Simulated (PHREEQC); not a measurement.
**Metal-bearing waste water**

Solution (25 °C): 0.0032 mol CuSO4, 0.25 mol CuCl2, 0.0031 mol NaF and 0.2 mol NaCl per kg of water. Closed to the air; pH follows from the charge balance.

Model: ion-association model, phreeqc.dat, run in PHREEQC.

Each row changes one thing in this solution. No solid was allowed to form.

| case | pH | ionic strength (mol/kgw) | Cl- (mol/kgw) | Cu+2 (mol/kgw) | CuCl+ (mol/kgw) | CuCl2 (mol/kgw) | SI of Halite (NaCl) |
|---|---|---|---|---|---|---|---|
| as made | 4.28 | 0.805 | 0.621 | 0.178 | 0.0653 | 0.00692 | -2.82 |
| temperature from 25 to 90 °C | 4.00 | 0.530 | 0.472 | 0.0493 | 0.176 | 0.0261 | [?] |
| CuSO4 from 0.0032 to 0.00032 mol/kgw | 4.28 | 0.800 | 0.621 | 0.177 | 0.0650 | 0.00691 | -2.82 |
| temperature from 25 to 65 °C | [?] | 0.611 | 0.516 | 0.0867 | 0.145 | 0.0193 | -2.95 |
| NaF from 0.0031 to 0.00279 mol/kgw | 4.27 | 0.805 | 0.621 | 0.178 | 0.0654 | 0.00692 | -2.82 |
| diluted 5-fold with water | 4.47 | 0.180 | 0.134 | 0.0446 | 0.00541 | 0.000197 | -4.10 |
| NaF left out | 4.17 | 0.804 | 0.620 | 0.179 | 0.0656 | 0.00695 | -2.83 |
| diluted 2-fold with water | 4.33 | 0.428 | 0.324 | 0.101 | 0.0229 | 0.00158 | -3.38 |

### Question
Complete the blanks.

### Answer

- temperature from 25 to 90 °C, SI of Halite (NaCl): -3.02
- temperature from 25 to 65 °C, pH: 4.04

The ionic strength passes 0.7 mol/kgw, the rough limit of the ion-association models, in as made; CuSO4 from 0.0032 to 0.00032 mol/kgw; NaF from 0.0031 to 0.00279 mol/kgw; NaF left out. Species that the database lacks are ignored. Away from 25 °C the constants follow the database's enthalpies or fits; those with neither stay at their 25 °C values.
